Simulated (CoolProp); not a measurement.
Vapour-liquid equilibrium of propylene (1) + R142b (2) at 0.372 bar; x and y are mole fractions of (1).

The numbers come from the multi-fluid Helmholtz-energy mixture model, Lemmon 2013 and Lemmon 2006; pair parameters Bell 2016 in CoolProp.

Q: Give the bubble temperature and the first vapour's composition at x = 0.15, 0.35, 0.85. Is there an azeotrope?

A: x = 0.15: 228.6 K, y = 0.572; x = 0.35: 218.6 K, y = 0.815; x = 0.85: 207.9 K, y = 0.971. No azeotrope shows between x = 0.05 and 0.95.

The pair parameters rest on a limited set of measurements; away from them the model extrapolates.
